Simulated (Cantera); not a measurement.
**Thermodynamics of abatement and gas-phase synthesis, feed S + SO2 + H2**

Charge: 1 mol S, 0.053 mol SO2, 0.33 mol H2, at 15.0 bar.

These are equilibrium values from Cantera (NASA tables, ideal gas, pure condensed phases), not measurements of a reactor. Candidate condensed phases: H2O, H2SO4, S; 19 gas species. Equilibrium is a limit: real reactors are often held back by kinetics, nucleation or transport.

```json
[
 {"T (°C)": "1175", "x S2": "0.544", "x H2S": "0.298", "x H2": "0.0222", "x H2O": "0.120", "x SH": "0.00144", "x SO": "0.000237", "x S": "4.15e-6"},
 {"T (°C)": "1275", "x S2": "0.547", "x H2S": "0.282", "x H2": "0.0340", "x H2O": "0.120", "x SH": "0.00266", "x SO": "0.000433", "x S": "1.33e-5"},
 {"T (°C)": "1375", "x S2": "0.550", "x H2S": "0.264", "x H2": "0.0485", "x H2O": "0.120", "x SH": "0.00452", "x SO": "0.000746", "x S": "3.73e-5"},
 {"T (°C)": "1475", "x S2": "0.553", "x H2S": "0.243", "x H2": "0.0652", "x H2O": "0.119", "x SH": "0.00715", "x SO": "0.00122", "x S": "9.25e-5"},
 {"T (°C)": "1575", "x S2": "0.555", "x H2S": "0.221", "x H2": "0.0830", "x H2O": "0.117", "x SH": "0.0106", "x SO": "0.00193", "x S": "0.000208"},
 {"T (°C)": "1675", "x S2": "0.556", "x H2S": "0.199", "x H2": "0.101", "x H2O": "0.114", "x SH": "0.0150", "x SO": "0.00293", "x S": "0.000432"},
 {"T (°C)": "1775", "x S2": "0.555", "x H2S": "0.178", "x H2": "0.119", "x H2O": "0.110", "x SH": "0.0204", "x SO": "0.00432", "x S": "0.000832"},
 {"T (°C)": "1875", "x S2": "0.554", "x H2S": "0.158", "x H2": "0.135", "x H2O": "0.106", "x SH": "0.0265", "x SO": "0.00616", "x S": "0.00151"},
 {"T (°C)": "1975", "x S2": "0.550", "x H2S": "0.140", "x H2": "0.150", "x H2O": "0.101", "x SH": "0.0335", "x SO": "0.00853", "x S": "0.00259"},
 {"T (°C)": "2075", "x S2": "0.545", "x H2S": "0.123", "x H2": "0.163", "x H2O": "0.0963", "x SH": "0.0411", "x SO": "0.0115", "x S": "0.00423"},
 {"T (°C)": "2175", "x S2": "0.539", "x H2S": "0.108", "x H2": "0.175", "x H2O": "0.0907", "x SH": "0.0493", "x SO": "0.0150", "x S": "0.00664"},
 {"T (°C)": "2275", "x S2": "0.530", "x H2S": "0.0954", "x H2": "0.185", "x H2O": "0.0847", "x SH": "0.0579", "x SO": "0.0191", "x S": "0.0100"}
]
```
x: gas mole fraction; nothing condenses.

From 1175 °C to 2275 °C nothing is condensed.
